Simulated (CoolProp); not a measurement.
Properties of carbonyl sulfide along the isobar 5.21 MPa.

Computed with CoolProp (reference Helmholtz-energy equation of state, Lemmon 2006). It is a short technical equation, of lower accuracy than the large ones.

```tsv
T (K)	phase	Z	cp (kJ/(kg K))	cv (kJ/(kg K))	speed of sound (m/s)	isothermal compressibility (1/MPa)	expansivity (1/kK)
244.9	liquid	0.1354	1.197	0.7037	960.4	0.001624	1.927
260	liquid	0.1314	1.222	0.7030	891.5	0.001985	2.089
275.2	liquid	0.1284	1.254	0.7038	821.3	0.002480	(withheld)
290.3	liquid	0.1262	1.297	0.7058	750.1	0.003178	(withheld)
305.5	liquid	0.1251	1.354	0.7091	676.3	0.004237	2.968
320.6	liquid	0.1252	1.434	0.7139	599.5	0.005959	3.544
335.7	liquid	0.1269	1.562	0.7213	516.9	0.009175	4.504
350.9	liquid	0.1318	1.816	(withheld)	421.8	0.01706	6.542
381.2	gas	0.6318	1.624	0.7337	195.4	0.3711	(withheld)
396.3	gas	0.7001	1.288	0.7068	210.6	0.3026	7.757
411.4	gas	0.7474	1.147	0.6960	222.6	0.2717	6.041
426.6	gas	(withheld)	(withheld)	0.6917	232.9	0.2534	5.033
```

**Question.** Complete the blanks.

**Answer.** 
- 275.2, expansivity (1/kK): 2.299
- 290.3, expansivity (1/kK): 2.578
- 350.9, cv (kJ/(kg K)): 0.7349
- 381.2, expansivity (1/kK): 11.64
- 426.6, Z: 0.7836
- 426.6, cp (kJ/(kg K)): 1.070
